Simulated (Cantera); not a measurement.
An adiabatic, constant-pressure homogeneous reactor starts with CO : H₂ : O₂ : N₂ : CO₂ = 1 : 0.47 : 1.79 : 9.86 : 3.7 (molar parts), at 1798 K and 0.580 bar. Integrator tolerance rtol = 1e-08.

Cantera simulation using GRI-Mech 3.0 (53 species, 325 reactions); the numbers are that mechanism's predictions, not measurements.

Task: What does this change do: H2 0.47 to 0.14 parts?

Result: 
```csv
quantity,before,after
time of steepest temperature rise,36.8 µs,66.8 µs
temperature at 2.00 s,2251 K,2182 K
equilibrium temperature,2251 K,2182 K
x(CO) at 2.00 s,0.0121 (gas-phase equilibrium 0.0121),0.00729 (gas-phase equilibrium 0.00729)
x(H₂) at 2.00 s,0.000218 (gas-phase equilibrium 0.000218),3.95e-5 (gas-phase equilibrium 3.95e-5)
x(O₂) at 2.00 s,0.0665 (gas-phase equilibrium 0.0665),0.0760 (gas-phase equilibrium 0.0760)
x(NO) at 2.00 s,0.00699 (gas-phase equilibrium 0.00699),0.00641 (gas-phase equilibrium 0.00645)
x(H) at 2.00 s,0.000146 (gas-phase equilibrium 0.000146),4.22e-5 (gas-phase equilibrium 4.22e-5)
x(H₂O₂) at 2.00 s,2.09e-8 (gas-phase equilibrium 2.09e-8),5.50e-9 (gas-phase equilibrium 5.50e-9)
x(N₂O) at 2.00 s,2.59e-7 (gas-phase equilibrium 2.59e-7),2.41e-7 (gas-phase equilibrium 2.41e-7)
```

Task: What does this change do: initial temperature 1798 to 1525 K?

Result: 
| quantity | before | after |
|---|---|---|
| time of steepest temperature rise | 36.8 µs | 66.0 µs |
| temperature at 2.00 s | 2251 K | 2064 K |
| equilibrium temperature | 2251 K | 2061 K |
| x(CO) at 2.00 s | 0.0121 (gas-phase equilibrium 0.0121) | 0.00330 (gas-phase equilibrium 0.00325) |
| x(H₂) at 2.00 s | 0.000218 (gas-phase equilibrium 0.000218) | 6.77e-5 (gas-phase equilibrium 6.68e-5) |
| x(O₂) at 2.00 s | 0.0665 (gas-phase equilibrium 0.0665) | 0.0652 (gas-phase equilibrium 0.0644) |
| x(NO) at 2.00 s | 0.00699 (gas-phase equilibrium 0.00699) | 0.00286 (gas-phase equilibrium 0.00441) |
| x(H) at 2.00 s | 0.000146 (gas-phase equilibrium 0.000146) | 2.70e-5 (gas-phase equilibrium 2.63e-5) |
| x(H₂O₂) at 2.00 s | 2.09e-8 (gas-phase equilibrium 2.09e-8) | 1.26e-8 (gas-phase equilibrium 1.24e-8) |
| x(N₂O) at 2.00 s | 2.59e-7 (gas-phase equilibrium 2.59e-7) | 1.63e-7 (gas-phase equilibrium 1.65e-7) |
